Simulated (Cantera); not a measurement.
What does this Cantera script print?

```python
import numpy as np
import cantera as ct

gas_names = """
    B BH BH2 BH3 BN BO BO2 B2 B2O B2O2 B2O3 B3O3H3 H HBO HBO2 HNO HNO2 HNO3 HO2 H2 H2O H2O2 H3B3O6 N NH
    NH2 NH3 NH2OH NO NO2 NO3 N2 N2H2 N2H4 N2O O OH O2 O3
""".split()
cond_names = """
    B(b) B(L) BN(s) B2O3(L) B3O3H3(cr) H2O(s) H2O(L)
""".split()


# ... load() reads the species with a 1 bar reference pressure and builds the phases ...
atoms = {
    'borazine': {'B': 3, 'N': 3, 'H': 6},
    'H2O': {'H': 2, 'O': 1},
    'H2': {'H': 2},
}
top_T = {'BN(s)': 3200}  # K; cautious upper limits of use, not melting points


# ... equilibrate(T, P, feed) seeds the gas with the atoms and calls Mixture.equilibrate('TP', solver="vcs", rtol=1e-11, max_steps=5000) ...
results = []
T = 1148  # K
P = 133.322  # Pa
for m in [0.14, 0.21, 0.31, 0.47, 0.7, 1, 1.6, 2.4, 3.5, 5.3, 7.9]:
    feed = {'borazine': 1, 'H2O': m, 'H2': 4.5}  # mol
    mix = equilibrate(T, P, feed)
    results.append((T, P, feed, dict(zip(mix.species_names, mix.species_moles))))
    x = sorted(zip(gas.X, gas.species_names), reverse=True)
    print(f"T = {T:g} K  P = {P:g} Pa  n(H2O) = {m:g} mol  gas = {mix.phase_moles(0):.4g} mol")
    print("   x: " + "  ".join(f"{s} {v:.3e}" for v, s in x if v > 1e-06))
    print("   condensed (mol): " + ("  ".join(f"{mix.phase(i).name} {mix.phase_moles(i):.4g}"
          for i in range(1, mix.n_phases) if mix.phase_moles(i) > 1e-12) or "none"))
```

It prints:

```
T = 1148 K  P = 133.322 Pa  n(H2O) = 0.14 mol  gas = 7.687 mol
   x: H2 9.937e-01  N2 5.991e-03  H2O 1.812e-04  HBO2 1.411e-04  HBO 2.405e-05  H 1.956e-06  B2O3 1.162e-06
   condensed (mol): BN(s) 2.908  B2O3(L) 0.04541
T = 1148 K  P = 133.322 Pa  n(H2O) = 0.21 mol  gas = 7.78 mol
   x: H2 9.907e-01  N2 8.907e-03  H2O 2.062e-04  HBO2 1.505e-04  HBO 2.248e-05  H 1.953e-06  B2O3 1.162e-06
   condensed (mol): BN(s) 2.861  B2O3(L) 0.06862
T = 1148 K  P = 133.322 Pa  n(H2O) = 0.31 mol  gas = 7.913 mol
   x: H2 9.866e-01  N2 1.296e-02  H2O 2.327e-04  HBO2 1.598e-04  HBO 2.108e-05  H 1.949e-06  B2O3 1.162e-06
   condensed (mol): BN(s) 2.795  B2O3(L) 0.1018
T = 1148 K  P = 133.322 Pa  n(H2O) = 0.47 mol  gas = 8.127 mol
   x: H2 9.804e-01  N2 1.917e-02  H2O 2.635e-04  HBO2 1.701e-04  HBO 1.968e-05  H 1.943e-06  B2O3 1.162e-06
   condensed (mol): BN(s) 2.689  B2O3(L) 0.155
T = 1148 K  P = 133.322 Pa  n(H2O) = 0.7 mol  gas = 8.433 mol
   x: H2 9.720e-01  N2 2.754e-02  H2O 2.948e-04  HBO2 1.799e-04  HBO 1.845e-05  H 1.934e-06  B2O3 1.162e-06
   condensed (mol): BN(s) 2.535  B2O3(L) 0.2314
T = 1148 K  P = 133.322 Pa  n(H2O) = 1 mol  gas = 8.833 mol
   x: H2 9.619e-01  N2 3.760e-02  H2O 3.236e-04  HBO2 1.885e-04  HBO 1.742e-05  H 1.924e-06  B2O3 1.162e-06
   condensed (mol): BN(s) 2.336  B2O3(L) 0.3312
T = 1148 K  P = 133.322 Pa  n(H2O) = 1.6 mol  gas = 9.633 mol
   x: H2 9.442e-01  N2 5.521e-02  H2O 3.611e-04  HBO2 1.991e-04  HBO 1.619e-05  H 1.906e-06  B2O3 1.162e-06
   condensed (mol): BN(s) 1.936  B2O3(L) 0.5308
T = 1148 K  P = 133.322 Pa  n(H2O) = 2.4 mol  gas = 10.7 mol
   x: H2 9.248e-01  N2 7.461e-02  H2O 3.910e-04  HBO2 2.072e-04  HBO 1.524e-05  H 1.887e-06  B2O3 1.162e-06
   condensed (mol): BN(s) 1.403  B2O3(L) 0.7971
T = 1148 K  P = 133.322 Pa  n(H2O) = 3.5 mol  gas = 12.17 mol
   x: H2 9.036e-01  N2 9.572e-02  H2O 4.151e-04  HBO2 2.135e-04  HBO 1.445e-05  H 1.865e-06  B2O3 1.162e-06
   condensed (mol): BN(s) 0.6708  B2O3(L) 1.163
T = 1148 K  P = 133.322 Pa  n(H2O) = 5.3 mol  gas = 14.32 mol
   x: H2 8.381e-01  N2 1.048e-01  H2O 5.464e-02  HBO2 2.449e-03  H3B3O6 6.668e-06  H 1.796e-06  HBO 1.168e-06  B2O3 1.162e-06
   condensed (mol): B2O3(L) 1.482
T = 1148 K  P = 133.322 Pa  n(H2O) = 7.9 mol  gas = 16.94 mol
   x: H2 7.084e-01  H2O 1.983e-01  N2 8.855e-02  HBO2 4.666e-03  H3B3O6 4.610e-05  H 1.651e-06  B2O3 1.162e-06
   condensed (mol): B2O3(L) 1.459
```

These are equilibrium values from Cantera (NASA tables, ideal gas, pure condensed phases), not measurements of a reactor. The feed counts by its element totals alone. Mutual solubility and eutectic melting of coexisting phases are not modelled. Gases not in the tables: H3BO3.
